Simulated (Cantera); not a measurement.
# Ignition delay

Mixture: 6.18 % CH3OH, 19.7 % O2, 74.1 % N2, equivalence ratio 0.47, at 1.00 atm, adiabatic and at constant pressure. Ignition delay is the time to a rise of 400 K.

Computed with Cantera and GRI-Mech 3.0 (53 species, 325 reactions). GRI-Mech 3.0 was tuned for natural gas; its chemistry of methanol as a main component is partial and can be far from experiment.

| T0 (K) | delay (ms) |
|---|---|
| 1098 | 70.0 |
| 1173 | 17.6 |
| 1248 | 5.32 |
| 1323 | 1.91 |
| 1398 | 0.795 |
| 1473 | 0.377 |
| 1548 | 0.198 |
| 1623 | 0.113 |
| 1698 | 0.0694 |

```yaml
apparent activation energy between 1548 and 1698 K: 150 kJ/mol
```
